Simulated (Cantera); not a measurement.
A closed system holds: 1 mol SiCl₄, 0.14 mol HCl, 56 mol N₂, at 675 °C and 0.890 bar.

Cantera equilibrium calculation (NASA polynomials, part measured and part estimated; ideal gas, pure solids and liquids). Candidate condensed phases: NH₄Cl, Si, Si₃N₄; 28 gas species. The numbers say what is thermodynamically allowed, not how fast it happens.

Base state: N₂ 0.980, SiCl₄ 0.0175, HCl 0.00245 (mole fractions); condensed: gas only.

Question: What changes in the equilibrium state with this change: SiCl₄ replaced by Si₂Cl₆?

Answer: 
```
species         before    after
-------------  -------  -------
N₂               0.980    0.971
SiCl₄           0.0175   0.0262
HCl            0.00245  0.00240
H₂             5.85e-9  2.16e-5
Si₃N₄(s), mol        0    0.166
```
The feed counts by its element totals alone. N₂ is the only nitrogen source here; it is nearly inert below about 1500 K, so the nitride shown seldom forms there in practice.
